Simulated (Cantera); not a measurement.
Input: 1 mol CsOH, 0.034 mol O2, 0.098 mol H2, at 0.210 bar.

These are equilibrium values from Cantera (NASA tables, ideal gas, pure condensed phases), not measurements of a reactor. Candidate condensed phases: Cs, CsOH, H2O; 15 gas species. Equilibrium is a limit: real reactors are often held back by kinetics, nucleation or transport.

Task: Which condensed phases are stable at each of these points (T (°C)): 550, 650, 750, 850, 950, 1050, 1150?

Result: 
```tsv
T (°C)	condensed phases	Cs condensed (%)
550	CsOH(l)	99.8
650	CsOH(l)	98.7
750	CsOH(l)	92.4
850	gas only	0.0
950	gas only	0.0
1050	gas only	0.0
1150	gas only	0.0
```

From 550 °C to 750 °C the condensed part is CsOH(l). From 850 °C to 1150 °C nothing is condensed.
